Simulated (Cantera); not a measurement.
What does this Cantera script print?

```python
import numpy as np
import cantera as ct

surf = ct.Interface("ptcombust.yaml", "Pt_surf")
gas = surf.adjacent["gas"]
gas.TPX = 773, 100000, {'CO': 0.0099, 'O2': 0.058, 'N2': 0.79, 'H2O': 0.0054}
surf.TP = 773, 100000
reactor = ct.FlowReactor(gas, clone=False)
reactor.area = 0.0001  # m2
reactor.surface_area_to_volume_ratio = 800  # 1/m
reactor.mass_flow_rate = 0.29 * reactor.area * gas.density  # inlet velocity 0.29 m/s
reactor.energy_enabled = False
wall = ct.ReactorSurface(surf, reactor, clone=False)
net = ct.ReactorNet([reactor])
net.rtol, net.atol = 1e-8, 1e-16
show, cover = ['CO', 'O2', 'H2O', 'CO2'], ['PT(S)', 'H(S)', 'O(S)', 'OH(S)', 'CO(S)', 'C(S)']

rows = []
print(f"{'z/m':>9s}{'u/(m/s)':>9s}" + "".join(f"{s:>13s}" for s in show + cover))
for z in [0.00029, 0.00056, 0.0011, 0.0021, 0.004, 0.0077, 0.015, 0.029]:
    net.advance(z)
    rows.append([reactor.speed, *gas[show].X, *surf[cover].coverages])
    print(f"{z:9.4g}{rows[-1][0]:9.3g}" + "".join(f"{x:13.4e}" for x in rows[-1][1:]))
```

Output:

```
      z/m  u/(m/s)           CO           O2          H2O          CO2        PT(S)         H(S)         O(S)        OH(S)        CO(S)         C(S)
  0.00029    0.289   1.9939e-03   6.2740e-02   6.2849e-03   9.5284e-03   4.3547e-02   4.8492e-09   9.5356e-01   2.0010e-03   8.9517e-04   7.1369e-17
  0.00056    0.289   1.3581e-03   6.2442e-02   6.2869e-03   1.0168e-02   3.8023e-02   3.9445e-09   9.5964e-01   1.8761e-03   4.6203e-04   3.1960e-17
   0.0011    0.288   7.3914e-04   6.2151e-02   6.2888e-03   1.0790e-02   3.4366e-02   3.3829e-09   9.6364e-01   1.7876e-03   2.0460e-04   1.2738e-17
   0.0021    0.288   2.8268e-04   6.1937e-02   6.2902e-03   1.1249e-02   3.2295e-02   3.0784e-09   9.6590e-01   1.7351e-03   6.8942e-05   4.0242e-18
    0.004    0.288   5.2927e-05   6.1829e-02   6.2910e-03   1.1481e-02   3.1393e-02   2.9491e-09   9.6688e-01   1.7117e-03   1.2186e-05   6.9074e-19
   0.0077    0.288   2.2245e-06   6.1806e-02   6.2911e-03   1.1532e-02   3.1205e-02   2.9223e-09   9.6709e-01   1.7067e-03   5.0594e-07   2.8501e-20
    0.015    0.288   4.3804e-09   6.1805e-02   6.2911e-03   1.1534e-02   3.1197e-02   2.9212e-09   9.6710e-01   1.7065e-03   9.9574e-10   5.6077e-23
    0.029    0.288   2.8352e-14   6.1805e-02   6.2911e-03   1.1534e-02   3.1197e-02   2.9212e-09   9.6710e-01   1.7065e-03   6.4693e-15   3.6494e-28
```

Computed with Cantera and Deutschmann's 1995 Pt surface mechanism with GRI-Mech 3.0 gas chemistry. Catalytic surfaces can have several steady states; this one follows from the mechanism file's or the stated starting coverage. Mass transfer to the wall is taken as infinitely fast.
